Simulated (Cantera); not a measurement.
What does this Cantera script print?

```python
import numpy as np
import cantera as ct

gas = ct.Solution("gri30.yaml")
gas.TPX = 1225, 930000, {'CH4': 1, 'O2': 1.05, 'N2': 3.96}
reactor = ct.IdealGasReactor(gas, energy="on", clone=False)
net = ct.ReactorNet([reactor])
net.rtol, net.atol = 1e-08, 1e-16
show = ['CH4', 'O2', 'N2O', 'H2O2', 'C2H6', 'CO', 'NO']
times = np.geomspace(5e-06, 0.5, 14)

steps = ct.SolutionArray(gas, extra=["t"])
rows = []
print(f"{'t/s':>10s}{'T/K':>9s}{'P/Pa':>11s}" + "".join(f"{s:>11s}" for s in show))
for t in times:
    while net.time < t:
        t_next = net.step()
        steps.append(gas.state, t=t_next)
    rows.append([np.interp(t, steps.t, y) for y in (steps.T, steps.P, *steps(*show).X.T)])
    print(f"{t:10.3e}{rows[-1][0]:9.1f}{rows[-1][1]:11.4g}" + "".join(f"{x:11.3e}" for x in rows[-1][2:]))
rate = np.gradient(steps.T, steps.t)
print("integrator steps:", len(steps.t))
if steps.T.max() > steps.T[0] + 200:
    print(f"time of steepest temperature rise: {steps.t[rate.argmax()]:.4e} s")
gas.TPX = 1225, 930000, {'CH4': 1, 'O2': 1.05, 'N2': 3.96}
gas.equilibrate("UV")
print(f"equilibrium (UV): T = {gas.T:.1f} K  " + "  ".join(f"{s} {gas[s].X[0]:.3e}" for s in show))
```

Output:

```
       t/s      T/K       P/Pa        CH4         O2        N2O       H2O2       C2H6         CO         NO
 5.000e-06   1225.0    9.3e+05  1.664e-01  1.747e-01  2.768e-14  2.908e-09  1.371e-11  5.779e-13  1.719e-20
 1.212e-05   1225.0    9.3e+05  1.664e-01  1.747e-01  1.523e-13  1.498e-08  2.178e-10  8.927e-12  9.655e-20
 2.939e-05   1225.0    9.3e+05  1.664e-01  1.747e-01  8.227e-13  6.494e-08  4.093e-09  1.544e-10  6.294e-19
 7.126e-05   1225.0    9.3e+05  1.664e-01  1.747e-01  4.092e-12  1.959e-07  1.060e-07  3.508e-09  5.135e-18
 1.728e-04   1225.0    9.3e+05  1.664e-01  1.747e-01  1.641e-11  3.056e-07  2.413e-06  9.878e-08  4.528e-17
 4.188e-04   1225.3  9.303e+05  1.663e-01  1.747e-01  5.336e-11  3.866e-07  1.625e-05  1.548e-06  2.303e-16
 1.015e-03   1226.4   9.31e+05  1.661e-01  1.745e-01  1.861e-10  6.905e-07  6.357e-05  1.538e-05  9.586e-16
 2.462e-03   1232.1  9.354e+05  1.651e-01  1.739e-01  9.026e-10  2.114e-06  2.896e-04  1.786e-04  7.771e-15
 5.969e-03   2684.1  2.366e+06  2.495e-09  7.238e-06  3.595e-08  1.848e-08  1.814e-18  1.254e-01  1.573e-04
 1.447e-02   2684.1  2.366e+06  2.494e-09  7.240e-06  3.576e-08  1.848e-08  1.813e-18  1.254e-01  1.553e-04
 3.509e-02   2684.1  2.366e+06  2.494e-09  7.240e-06  3.576e-08  1.848e-08  1.813e-18  1.254e-01  1.553e-04
 8.506e-02   2684.1  2.366e+06  2.494e-09  7.240e-06  3.576e-08  1.848e-08  1.813e-18  1.254e-01  1.553e-04
 2.062e-01   2684.1  2.366e+06  2.494e-09  7.240e-06  3.576e-08  1.848e-08  1.813e-18  1.254e-01  1.553e-04
 5.000e-01   2684.1  2.366e+06  2.494e-09  7.240e-06  3.576e-08  1.848e-08  1.813e-18  1.254e-01  1.553e-04
integrator steps: 2390
time of steepest temperature rise: 5.0294e-03 s
equilibrium (UV): T = 2684.1 K  CH4 2.789e-09  O2 7.240e-06  N2O 3.576e-08  H2O2 1.848e-08  C2H6 2.199e-18  CO 1.254e-01  NO 1.553e-04
```

Computed with Cantera and GRI-Mech 3.0 (53 species, 325 reactions).
